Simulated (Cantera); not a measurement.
## Hydrocarbon pyrolysis for carbon deposition

An isothermal, constant-pressure homogeneous reactor starts with 34.5 % CH₄, 65.5 % H₂, at 1725 K and 140000 Pa.

Cantera simulation using GRI-Mech 3.0 (53 species, 325 reactions); the numbers are that mechanism's predictions, not measurements. GRI-Mech 3.0 stops at C3 and has no aromatics, soot or wall deposition, so with more carbon than oxygen in the feed, carbon stays in small species such as C2H2 where larger ones or solid carbon would form.

```json
[
 {"t (s)": "0.000100", "x CH₄": "0.342", "x H₂": "0.656", "x H": "8.65e-5", "x CH₃": "0.000902", "x C₂H₄": "0.000375", "x C₂H₂": "2.29e-5"},
 {"t (s)": "0.000427", "x CH₄": "0.333", "x H₂": "0.661", "x H": "9.66e-5", "x CH₃": "0.000975", "x C₂H₄": "0.00265", "x C₂H₂": "0.00119"},
 {"t (s)": "0.00182", "x CH₄": "0.298", "x H₂": "0.683", "x H": "0.000101", "x CH₃": "0.000880", "x C₂H₄": "0.00434", "x C₂H₂": "0.0128"},
 {"t (s)": "0.00777", "x CH₄": "0.206", "x H₂": "0.741", "x H": "0.000112", "x CH₃": "0.000626", "x C₂H₄": "0.00388", "x C₂H₂": "0.0479"},
 {"t (s)": "0.0331", "x CH₄": "0.0903", "x H₂": "0.814", "x H": "0.000131", "x CH₃": "0.000294", "x C₂H₄": "0.00447", "x C₂H₂": "0.0905"},
 {"t (s)": "0.141", "x CH₄": "0.0402", "x H₂": "0.846", "x H": "0.000144", "x CH₃": "0.000139", "x C₂H₄": "0.00515", "x C₂H₂": "0.109"},
 {"t (s)": "0.603", "x CH₄": "0.0373", "x H₂": "0.847", "x H": "0.000146", "x CH₃": "0.000130", "x C₂H₄": "0.00520", "x C₂H₂": "0.110"},
 {"t (s)": "2.57", "x CH₄": "0.0373", "x H₂": "0.847", "x H": "0.000146", "x CH₃": "0.000130", "x C₂H₄": "0.00520", "x C₂H₂": "0.110"},
 {"t (s)": "11.0", "x CH₄": "0.0373", "x H₂": "0.847", "x H": "0.000146", "x CH₃": "0.000130", "x C₂H₄": "0.00520", "x C₂H₂": "0.110"},
 {"t (s)": "46.9", "x CH₄": "0.0373", "x H₂": "0.847", "x H": "0.000146", "x CH₃": "0.000130", "x C₂H₄": "0.00520", "x C₂H₂": "0.110"},
 {"t (s)": "200", "x CH₄": "0.0373", "x H₂": "0.847", "x H": "0.000146", "x CH₃": "0.000130", "x C₂H₄": "0.00520", "x C₂H₂": "0.110"}
]
```
x: mole fraction; the columns are a selection and need not sum to one.

Equilibrium at this temperature and pressure: CH₄ 0.0373, H₂ 0.847, H 0.000146, CH₃ 0.000130, C₂H₄ 0.00520, C₂H₂ 0.110 (gas phase only).
